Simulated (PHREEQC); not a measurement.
0.5 mol of Fluorite (CaF2) is brought to equilibrium with 1 kg of water, with rising amounts of KHF2, at 25 °C. O2 is buffered at 0.21 atm. CO2 from the air is kept out. Solids allowed: Fluorite. Others were left out.

The numbers come from PHREEQC with the ion-association model, wateq4f.dat.

### Question
Predict dissolved Ca (mol/kgw), Ca+2 (mol/kgw), HF2- (mol/kgw) at KHF2 added (mol) = 0.0417, 0.0833, 0.25, 0.417, 0.458.

### Answer
```
KHF2 added (mol)  dissolved Ca (mol/kgw)  Ca+2 (mol/kgw)  HF2- (mol/kgw)
----------------  ----------------------  --------------  --------------
0.0417                           6.09e-8         5.25e-8         0.00458
0.0833                           2.61e-8         2.11e-8          0.0145
0.25                             8.26e-9         5.77e-9          0.0766
0.417                            5.13e-9         3.29e-9           0.157
0.458                            4.71e-9         2.97e-9           0.179
```

wateq4f.dat counts part of the HF as a dimer, H2F2, which phreeqc.dat doesn't know; its constant is uncertain.
